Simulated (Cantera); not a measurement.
# Ignition delay

Mixture: CH₄ : CO : O₂ : N₂ = 1 : 0.49 : 2.81 : 16.3 (molar parts), equivalence ratio 0.80, at 100000 Pa, adiabatic and at constant pressure. Ignition delay is the time to a rise of 400 K.

Computed with Cantera and GRI-Mech 3.0 (53 species, 325 reactions).

```csv
T0 (K),delay (ms)
1075,543
1150,153
1225,48.0
1300,16.5
1375,6.18
1450,2.55
```

```yaml
apparent activation energy between 1300 and 1450 K: 190 kJ/mol
```
